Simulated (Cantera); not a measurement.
What does this Cantera script print?

```python
import numpy as np
import cantera as ct

gas_names = """
    H HNO HNO2 HNO3 HO2 H2 H2O H2O2 H2S H2SO4 N NH NH2 NH3 NH2OH NO NO2 NO3 N2 N2H2 N2H4 N2O O OH O2 O3
    S SH SN SO SO2 SO3 S2 S2O S8
""".split()
cond_names = """
    H2O(s) H2O(L) H2SO4(L) S(cr1) S(cr2) S(L)
""".split()


# ... load() reads the species with a 1 bar reference pressure and builds the phases ...
atoms = {
    'H2S': {'H': 2, 'S': 1},
    'H2O': {'H': 2, 'O': 1},
    'N2': {'N': 2},
}
top_T = {}  # K; cautious upper limits of use, not melting points


# ... equilibrate(T, P, feed) seeds the gas with the atoms and calls Mixture.equilibrate('TP', solver="vcs", rtol=1e-11, max_steps=5000) ...
results = []
feed = {'H2S': 1, 'H2O': 0.86, 'N2': 1.1}  # mol
P = 320000  # Pa
for T in [1100, 1200, 1300, 1400, 1500, 1600, 1700, 1800, 1900, 2000]:
    mix = equilibrate(T, P, feed)
    results.append((T, P, feed, dict(zip(mix.species_names, mix.species_moles))))
    x = sorted(zip(gas.X, gas.species_names), reverse=True)
    print(f"T = {T:g} K  P = {P:g} Pa  gas = {mix.phase_moles(0):.4g} mol")
    print("   x: " + "  ".join(f"{s} {v:.3e}" for v, s in x if v > 1e-05))
    print("   condensed (mol): " + ("  ".join(f"{mix.phase(i).name} {mix.phase_moles(i):.4g}"
          for i in range(1, mix.n_phases) if mix.phase_moles(i) > 1e-12) or "none"))
```

Output:

```
T = 1100 K  P = 320000 Pa  gas = 3.002 mol
   x: N2 3.664e-01  H2S 3.050e-01  H2O 2.859e-01  H2 2.858e-02  S2 1.382e-02  SO2 2.585e-04  S2O 4.842e-05  SH 3.681e-05
   condensed (mol): none
T = 1200 K  P = 320000 Pa  gas = 3.031 mol
   x: N2 3.629e-01  H2S 2.837e-01  H2O 2.828e-01  H2 4.712e-02  S2 2.278e-02  SO2 4.119e-04  SH 1.196e-04  S2O 8.588e-05
   condensed (mol): none
T = 1300 K  P = 320000 Pa  gas = 3.067 mol
   x: N2 3.587e-01  H2O 2.790e-01  H2S 2.570e-01  H2 7.028e-02  S2 3.389e-02  SO2 6.312e-04  SH 3.162e-04  S2O 1.391e-04  SO 1.550e-05
   condensed (mol): none
T = 1400 K  P = 320000 Pa  gas = 3.109 mol
   x: N2 3.538e-01  H2O 2.745e-01  H2S 2.269e-01  H2 9.654e-02  S2 4.632e-02  SO2 9.415e-04  SH 7.080e-04  S2O 2.093e-04  SO 4.566e-05
   condensed (mol): none
T = 1500 K  P = 320000 Pa  gas = 3.154 mol
   x: N2 3.488e-01  H2O 2.695e-01  H2S 1.956e-01  H2 1.239e-01  S2 5.899e-02  SH 1.385e-03  SO2 1.376e-03  S2O 2.967e-04  SO 1.175e-04
   condensed (mol): none
T = 1600 K  P = 320000 Pa  gas = 3.199 mol
   x: N2 3.438e-01  H2O 2.642e-01  H2S 1.654e-01  H2 1.506e-01  S2 7.085e-02  SH 2.427e-03  SO2 1.974e-03  S2O 3.998e-04  SO 2.705e-04  S 1.798e-05  H 1.179e-05
   condensed (mol): none
T = 1700 K  P = 320000 Pa  gas = 3.242 mol
   x: N2 3.393e-01  H2O 2.586e-01  H2 1.752e-01  H2S 1.379e-01  S2 8.112e-02  SH 3.887e-03  SO2 2.779e-03  SO 5.671e-04  S2O 5.157e-04  S 5.030e-05  H 3.448e-05
   condensed (mol): none
T = 1800 K  P = 320000 Pa  gas = 3.281 mol
   x: N2 3.352e-01  H2O 2.527e-01  H2 1.972e-01  H2S 1.140e-01  S2 8.931e-02  SH 5.789e-03  SO2 3.822e-03  SO 1.097e-03  S2O 6.396e-04  S 1.241e-04  H 8.888e-05
   condensed (mol): none
T = 1900 K  P = 320000 Pa  gas = 3.317 mol
   x: N2 3.316e-01  H2O 2.463e-01  H2 2.164e-01  S2 9.526e-02  H2S 9.395e-02  SH 8.123e-03  SO2 5.117e-03  SO 1.974e-03  S2O 7.652e-04  S 2.755e-04  H 2.063e-04  OH 1.930e-05
   condensed (mol): none
T = 2000 K  P = 320000 Pa  gas = 3.349 mol
   x: N2 3.285e-01  H2O 2.393e-01  H2 2.330e-01  S2 9.900e-02  H2S 7.745e-02  SH 1.086e-02  SO2 6.643e-03  SO 3.331e-03  S2O 8.850e-04  S 5.595e-04  H 4.389e-04  OH 4.500e-05
   condensed (mol): none
```

Method: chemical equilibrium by Gibbs-energy minimisation in Cantera with the NASA 1993 tables (ideal gas, pure condensed phases). Gases not in the tables: S3 to S7.
